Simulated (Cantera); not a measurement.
Input: 1 mol Si₂Cl₆, 1.6 mol N₂, a varied amount of H₂, at 2023 K and 1.33 mbar.

Cantera equilibrium calculation (NASA polynomials, part measured and part estimated; ideal gas, pure solids and liquids). Candidate condensed phases: NH₄Cl, Si, Si₃N₄; 28 gas species. The feed counts by its element totals alone. The tables' values for SiCl, SiN are old estimates; treat these amounts as uncertain. Gases not in the tables: Si₂H₆ and higher silanes. Rates play no part.

Question: At 67 mol H₂, list the 5 most abundant gas species with their mole fractions, and the condensed phases.

Answer: H₂ 0.837, HCl 0.0652, H 0.0476, N₂ 0.0213, Si 0.0192. Condensed: gas only.
